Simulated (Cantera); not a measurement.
## Chlorosilane synthesis and conversion: Si + Cl2 + H2

Charge: 1 mol Si, a varied amount of Cl2, 0.97 mol H2, equilibrated at 0.770 bar.

These are equilibrium values from Cantera (NASA tables, ideal gas, pure condensed phases), not measurements of a reactor. Candidate condensed phases: Si; 19 gas species. The tables' values for SiCl3 are old estimates. The numbers say what is thermodynamically allowed, not how fast it happens.

Question: Map the stable condensed phases over T = 973, 1073, 1173, 1273, 1373, 1473, 1573, 1673, 1773 K and n(Cl2) in mol = 0.5, 0.71, 0.92, 1.1, 1.3, 1.6, 1.8, 2, 2.2, 2.4, 2.6, 2.8.

Answer: 
```
T in K \ n(Cl2) in mol
          0.5 0.71 0.92  1.1  1.3  1.6  1.8    2  2.2  2.4  2.6  2.8
   1773     A    A    A    A    A    B    B    B    B    B    B    B
   1673     A    A    A    A    A    B    B    B    B    B    B    B
   1573     A    A    A    A    A    B    B    B    B    B    B    B
   1473     A    A    A    A    A    A    B    B    B    B    B    B
   1373     A    A    A    A    A    A    A    B    B    B    B    B
   1273     A    A    A    A    A    A    A    B    B    B    B    B
   1173     A    A    A    A    A    A    A    B    B    B    B    B
   1073     A    A    A    A    A    A    A    B    B    B    B    B
    973     A    A    A    A    A    A    A    B    B    B    B    B
```
A: Si; B: gas only.
